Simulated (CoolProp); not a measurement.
Dodecamethylcyclohexasiloxane (D6) at 293.15 K and 5.02 MPa is throttled through a valve to 0.935 MPa with no heat exchange. Each further row changes one setting.

Computed with CoolProp (reference Helmholtz-energy equation of state, Colonna 2008). It is a short technical equation, of lower accuracy than the large ones.

```json
[
 {"case": "as stated", "temperature change (K)": "+1.8", "final density (kg/m³)": "974"},
 {"case": "outlet pressure 0.281 MPa", "temperature change (K)": "+2.1", "final density (kg/m³)": "972"},
 {"case": "outlet pressure 1.22 MPa", "temperature change (K)": "+1.7", "final density (kg/m³)": "975"}
]
```
